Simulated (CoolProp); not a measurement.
The fluoroketone C6F12O (FK-5-1-12) at 293.15 K and 0.0255 MPa is compressed adiabatically to 0.102 MPa with isentropic efficiency 0.7. Each further row changes one setting.

Computed with CoolProp (reference Helmholtz-energy equation of state, McLinden 2015).

| case | work (kJ/kg) | final phase | final density (kg/m³) |
|---|---|---|---|
| as stated | 14.5 | ? | ? |
| efficiency 1 | 10.1 | two-phase, vapour fraction 0.843 | ? |
| efficiency 0.65 | ? | two-phase, vapour fraction 0.905 | 14.2 |

### Question
What belongs in the gaps?

### Answer

- as stated, final phase: two-phase, vapour fraction 0.892
- as stated, final density (kg/m³): 14.4
- efficiency 1, final density (kg/m³): 15.2
- efficiency 0.65, work (kJ/kg): 15.6
